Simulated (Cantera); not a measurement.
A perfectly stirred reactor is fed with CH3OH : O2 : N2 = 1 : 1.07 : 4.03 (molar parts), equivalence ratio 1.4, at 5.90 bar; it is adiabatic with a 400 K inlet, and is followed from long to short residence time, starting on the burning branch (τ in s: 0.023, 0.011, 0.0052, 0.0025, 0.0012, 0.00058, 0.00028, 0.00014, 6.5e-05, 3.1e-05).

Model: GRI-Mech 3.0 (53 species, 325 reactions), integrated in Cantera. GRI-Mech 3.0 was tuned for natural gas; its chemistry of methanol as a main component is partial and can be far from experiment.

One state of this run: T (K) = 1917; x CH3OH = 0.000324; x O2 = 0.00890; x OH = 0.00287; x H2 = 0.0511; x CO = 0.0825; x H = 0.00680. x: mole fraction; the columns are a selection and need not sum to one.

Which value of τ (s) does it belong to?
(A) 0.00014
(B) 3.1e-5
(C) 0.023
(D) 0.011

B, 3.1e-5
